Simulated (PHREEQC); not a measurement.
**Alkaline etch or developer: an equilibrium model**

Solution (20 °C): 0.011 mol/kgw NH3, 0.00013 mol/kgw CO2 and 0.0019 mol/kgw K2CO3. Closed to the air; pH follows from the charge balance.

All values are PHREEQC results (ion-association model, wateq4f.dat), not measurements.

No solid was allowed to form.

**Question.** Predict the pH.

**Answer.** pH 10.87.

**Question.** In which forms is C present?

**Answer.** CO3-2 80 %, HCO3- 20 % of the C.

Complexes and solids missing from the database can't appear.
